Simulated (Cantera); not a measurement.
Input: 1 mol N2O, 0.27 mol SO2, held at 2802 °C.

Method: chemical equilibrium by Gibbs-energy minimisation in Cantera with the NASA 1993 tables (ideal gas, pure condensed phases). Candidate condensed phases: S; 17 gas species. Equilibrium is a limit: real reactors are often held back by kinetics, nucleation or transport.

At 6000 Pa, list the 6 most abundant gas species with their mole fractions, and the condensed phases.

N2 0.462, O 0.228, O2 0.147, SO2 0.0628, SO 0.0561, NO 0.0334. Condensed: gas only.
